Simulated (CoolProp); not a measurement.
Tetrahydrofuran at 475.87 K and 3.23 MPa is throttled through a valve to 2.04 MPa with no heat exchange. Each further row changes one setting.

Model: reference Helmholtz-energy equation of state, Fiedler 2023, in CoolProp.

```tsv
case	temperature change (K)	final phase	final density (kg/m³)
as stated	[?]	[?]	[?]
outlet pressure 0.612 MPa	-68.3	two-phase, vapour fraction 0.455	[?]
outlet pressure 2.65 MPa	-0.2	liquid	[?]
```

Task: Some entries are withheld; supply them.

Result: 
- as stated, temperature change (K): -2.4
- as stated, final phase: two-phase, vapour fraction 0.019
- as stated, final density (kg/m³): 526
- outlet pressure 0.612 MPa, final density (kg/m³): 31.2
- outlet pressure 2.65 MPa, final density (kg/m³): 646
